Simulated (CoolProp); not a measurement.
A single-stage vapour-compression cycle with 1,2-dichloroethane: evaporating at 304.15 K (dew point), condensing at 363.15 K (bubble point), superheat 0 K, subcooling 5 K, compressor efficiency 0.9, no pressure losses. Each further row changes one setting.

Model: reference Helmholtz-energy equation of state, Thol 2015, in CoolProp.

| case | cooling COP | pressure ratio | discharge temperature (K) | refrigerating effect (kJ/kg) | volumetric capacity (kJ/m³) |
|---|---|---|---|---|---|
| as stated | ? | 8.89 | 385.3 | 280 | 153 |
| evaporating temperature 309.15 K | 4.61 | 7.11 | 382.4 | 284 | ? |
| condensing temperature 358.15 K | 4.54 | ? | 379.2 | 286 | 157 |
| subcooling 10 K | 4.19 | 8.89 | 385.3 | 286 | 157 |
| superheat 10 K | 4.08 | 8.89 | 396.7 | ? | 153 |
| compressor efficiency 0.8 | 3.64 | 8.89 | ? | 280 | 153 |

Fill in the missing entries.


- as stated, cooling COP: 4.09
- evaporating temperature 309.15 K, volumetric capacity (kJ/m³): 191
- condensing temperature 358.15 K, pressure ratio: 7.63
- superheat 10 K, refrigerating effect (kJ/kg): 288
- compressor efficiency 0.8, discharge temperature (K): 394.5
